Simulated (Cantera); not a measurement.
An isothermal, constant-pressure homogeneous reactor starts with 7.14 % C2H6, 92.9 % N2, at 1075 K and 18.8 Torr.

Cantera simulation using GRI-Mech 3.0 (53 species, 325 reactions); the numbers are that mechanism's predictions, not measurements. GRI-Mech 3.0 stops at C3 and has no aromatics, soot or wall deposition, so with more carbon than oxygen in the feed, carbon stays in small species such as C2H2 where larger ones or solid carbon would form. Radical loss at walls, strong at low pressure, is not modelled.

Predict: x(C2H6) at 100 s; x(H) at 100 s; x(C2H2) at 100 s; x(CH4) at 100 s; x(CH3) at 100 s.


| Quantity | Value |
|---|---|
| x(C2H6) at 100 s | 5.92e-5 (gas-phase equilibrium 6.11e-6) |
| x(H) at 100 s | 1.83e-7 (gas-phase equilibrium 2.49e-8) |
| x(C2H2) at 100 s | 0.0249 (gas-phase equilibrium 0.0225) |
| x(CH4) at 100 s | 0.00760 (gas-phase equilibrium 0.0365) |
| x(CH3) at 100 s | 3.02e-7 (gas-phase equilibrium 2.31e-7) |
